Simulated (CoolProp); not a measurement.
Properties of sulfur dioxide along the isobar 118 bar (Tc = 157.5 °C, pc = 78.87 bar, ω = 0.256).

Model: reference Helmholtz-energy equation of state, Gao 2016, in CoolProp.

```tsv
T (°C)	phase	density (kg/m³)	fugacity coefficient
2.15	liquid	1449	0.01735
29.45	liquid	1379	___
56.75	liquid	1304	0.09236
84.15	liquid	1221	0.1665
111.45	liquid	1125	___
138.85	liquid	1002	0.3881
166.15	supercritical	813.8	0.5194
193.45	supercritical	435.6	___
```

Q: Fill in the missing entries.

A: 
- 29.45, fugacity coefficient: 0.04418
- 111.45, fugacity coefficient: 0.2665
- 193.45, fugacity coefficient: 0.6323
